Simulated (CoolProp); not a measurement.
Properties of normal hydrogen along the isotherm -249.55 °C (Tc = -240.0 °C, pc = 1.296 MPa, ω = -0.219).

Model: reference Helmholtz-energy equation of state, Leachman 2009, in CoolProp.

```json
[
 {"p (MPa)": "0.926", "phase": "liquid", "cp (kJ/(kg K))": "11.32", "expansivity (1/kK)": "19.80", "conductivity (mW/(m K))": "105", "Prandtl number": "1.20"},
 {"p (MPa)": "1.85", "phase": "liquid", "cp (kJ/(kg K))": "10.70", "expansivity (1/kK)": "17.21", "conductivity (mW/(m K))": "107", "Prandtl number": "1.20"},
 {"p (MPa)": "2.78", "phase": "liquid", "cp (kJ/(kg K))": "10.25", "expansivity (1/kK)": "15.35", "conductivity (mW/(m K))": "109", "Prandtl number": "1.20"},
 {"p (MPa)": "3.7", "phase": "liquid", "cp (kJ/(kg K))": "9.903", "expansivity (1/kK)": "13.96", "conductivity (mW/(m K))": "111", "Prandtl number": "1.21"},
 {"p (MPa)": "4.63", "phase": "liquid", "cp (kJ/(kg K))": "9.622", "expansivity (1/kK)": "12.85", "conductivity (mW/(m K))": "112", "Prandtl number": "1.22"},
 {"p (MPa)": "5.56", "phase": "liquid", "cp (kJ/(kg K))": "9.389", "expansivity (1/kK)": "11.94", "conductivity (mW/(m K))": "114", "Prandtl number": "1.24"},
 {"p (MPa)": "6.48", "phase": "liquid", "cp (kJ/(kg K))": "9.193", "expansivity (1/kK)": "11.18", "conductivity (mW/(m K))": "116", "Prandtl number": "1.25"},
 {"p (MPa)": "7.41", "phase": "liquid", "cp (kJ/(kg K))": "9.022", "expansivity (1/kK)": "10.53", "conductivity (mW/(m K))": "117", "Prandtl number": "1.26"},
 {"p (MPa)": "8.33", "phase": "liquid", "cp (kJ/(kg K))": "8.872", "expansivity (1/kK)": "9.977", "conductivity (mW/(m K))": "119", "Prandtl number": "1.28"},
 {"p (MPa)": "9.26", "phase": "liquid", "cp (kJ/(kg K))": "8.738", "expansivity (1/kK)": "9.484", "conductivity (mW/(m K))": "120", "Prandtl number": "1.29"},
 {"p (MPa)": "10.2", "phase": "liquid", "cp (kJ/(kg K))": "8.616", "expansivity (1/kK)": "9.043", "conductivity (mW/(m K))": "122", "Prandtl number": "1.31"},
 {"p (MPa)": "11.1", "phase": "liquid", "cp (kJ/(kg K))": "8.510", "expansivity (1/kK)": "8.665", "conductivity (mW/(m K))": "123", "Prandtl number": "1.32"},
 {"p (MPa)": "12", "phase": "liquid", "cp (kJ/(kg K))": "8.412", "expansivity (1/kK)": "8.323", "conductivity (mW/(m K))": "124", "Prandtl number": "1.34"},
 {"p (MPa)": "13", "phase": "liquid", "cp (kJ/(kg K))": "8.313", "expansivity (1/kK)": "7.979", "conductivity (mW/(m K))": "126", "Prandtl number": "1.36"}
]
```

Viscosity comes from a separate model (Muzny 2013). Thermal conductivity comes from a separate model (Assael 2011).
